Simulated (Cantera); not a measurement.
An isothermal, constant-pressure homogeneous reactor starts with C2H6 : N2 = 1 : 49 (molar parts), at 1623 K and 100000 Pa. Integrator tolerance rtol = 1e-08.

Model: GRI-Mech 3.0 (53 species, 325 reactions), integrated in Cantera. GRI-Mech 3.0 stops at C3 and has no aromatics, soot or wall deposition, so with more carbon than oxygen in the feed, carbon stays in small species such as C2H2 where larger ones or solid carbon would form.

Q: What does this change do: pressure from 100000 Pa to 13300 Pa?

A: 
```csv
quantity,before,after
x(C2H6) at 3.00 s,2.79e-8 (gas-phase equilibrium 1.70e-9),3.94e-8 (gas-phase equilibrium 3.06e-11)
x(C2H2) at 3.00 s,0.0189 (gas-phase equilibrium 0.00353),0.0189 (gas-phase equilibrium 0.00355)
x(CH2) at 3.00 s,1.22e-9 (gas-phase equilibrium 2.72e-10),1.10e-8 (gas-phase equilibrium 2.73e-10)
x(H2) at 3.00 s,0.0377 (gas-phase equilibrium 0.0383),0.0375 (gas-phase equilibrium 0.0384)
x(HCN) at 3.00 s,2.29e-6 (gas-phase equilibrium 0.0313),7.44e-6 (gas-phase equilibrium 0.0313)
x(CH3) at 3.00 s,3.60e-6 (gas-phase equilibrium 8.00e-7),1.23e-5 (gas-phase equilibrium 2.94e-7)
x(C2H) at 3.00 s,2.56e-8 (gas-phase equilibrium 4.77e-9),6.79e-8 (gas-phase equilibrium 1.31e-8)
```

Q: What does this change do: C2H6 1 to 5.6 parts?

A: 
```
quantity                                             before                                    after
-----------------  ----------------------------------------  ---------------------------------------
x(C2H6) at 3.00 s   2.79e-8 (gas-phase equilibrium 1.70e-9)  7.22e-7 (gas-phase equilibrium 3.45e-7)
x(C2H2) at 3.00 s    0.0189 (gas-phase equilibrium 0.00353)    0.0820 (gas-phase equilibrium 0.0384)
x(CH2) at 3.00 s   1.22e-9 (gas-phase equilibrium 2.72e-10)  2.72e-9 (gas-phase equilibrium 1.86e-9)
x(H2) at 3.00 s       0.0377 (gas-phase equilibrium 0.0383)      0.163 (gas-phase equilibrium 0.165)
x(HCN) at 3.00 s     2.29e-6 (gas-phase equilibrium 0.0313)   5.75e-7 (gas-phase equilibrium 0.0897)
x(CH3) at 3.00 s    3.60e-6 (gas-phase equilibrium 8.00e-7)  1.65e-5 (gas-phase equilibrium 1.14e-5)
x(C2H) at 3.00 s    2.56e-8 (gas-phase equilibrium 4.77e-9)  5.37e-8 (gas-phase equilibrium 2.49e-8)
```
